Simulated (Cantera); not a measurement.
Cantera run:

```python
import numpy as np
import cantera as ct

gas_names = """
    C CO CO2 C2 C2O C3 C3O2 C4 C5 Mg MgO Mg2 O O2 O3
""".split()
cond_names = """
    C(gr) Mg(cr) Mg(L) MgCO3(s) MgO(s) MgO(L)
""".split()


# ... load() reads the species with a 1 bar reference pressure and builds the phases ...
atoms = {
    'MgO': {'Mg': 1, 'O': 1},
    'CO': {'C': 1, 'O': 1},
}
top_T = {'C(gr)': 4500}  # K; cautious upper limits of use, not melting points


# ... equilibrate(T, P, feed) seeds the gas with the atoms and calls Mixture.equilibrate('TP', solver="vcs", rtol=1e-11, max_steps=5000) ...
results = []
feed = {'MgO': 1, 'CO': 13}  # mol
P = 380000  # Pa
for T in [1323, 1423, 1523, 1623, 1723, 1823, 1923]:
    mix = equilibrate(T, P, feed)
    results.append((T, P, feed, dict(zip(mix.species_names, mix.species_moles))))

top = {s: max(r[3][s] / sum(r[3][g] for g in gas_names) for r in results) for s in gas_names}
cols = sorted((s for s in top if top[s] > 0.001), key=lambda s: -top[s])[:9]
seen = [c for c in cond_names if any(r[3].get(c, 0) > 1e-12 for r in results)]
print("log10 of partial pressures in bar; condensed amounts in mol")
print(f"{'T/K':>10s}" + "".join(f"{s[:9]:>10s}" for s in cols + seen))
for T, P, feed, n in results:
    ng = sum(n[g] for g in gas_names)
    print(f"{T:10.4g}" + "".join(f"{np.log10(max(n[s] / ng * P / 1e5, 1e-99)):10.3f}" for s in cols)
          + "".join(f"{n.get(c, 0):10.4g}" for c in seen))
```

Output:

```
log10 of partial pressures in bar; condensed amounts in mol
       T/K        CO       CO2     C(gr)    MgO(s)
      1323     0.573    -1.256    0.1868         1
      1423     0.578    -1.711   0.06626         1
      1523     0.579    -2.107   0.02668         1
      1623     0.579    -2.453   0.01201         1
      1723     0.580    -2.758  0.005656    0.9997
      1823     0.580    -3.020         0    0.9967
      1923     0.579    -2.685         0    0.9929
```

Cantera equilibrium calculation (NASA polynomials, part measured and part estimated; ideal gas, pure solids and liquids).
